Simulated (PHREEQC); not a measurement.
Solution (36 °C): 0.018 mol FeSO4, 0.0037 mol NaHCO3 and 0.12 mol NaCl per kg of water. Closed to the air; pH follows from the charge balance.

Computed with PHREEQC (ion-association model, phreeqc.dat).

Precipitation was switched off in this run.

### Question
Order these Fe species by the share of Fe that they hold, largest first: Fe+2, FeCO3, FeSO4, FeHCO3+, FeCl+.

### Answer
Fe+2 (71 %), FeSO4 (18 %), FeHCO3+ (5.4 %), FeCl+ (3.8 %), FeCO3 (0.81 %)

### Question
Order these S species by the share of S that they hold, largest first: SO4-2, FeSO4, NaSO4-.

### Answer
SO4-2 (68 %), FeSO4 (18 %), NaSO4- (13 %)

The pH is 7.18 and the ionic strength 0.174 mol/kgw. Examples of supersaturated solids here: Siderite. Others may be too. Species that the database lacks are ignored. Constants without temperature data keep their 25 °C values here.
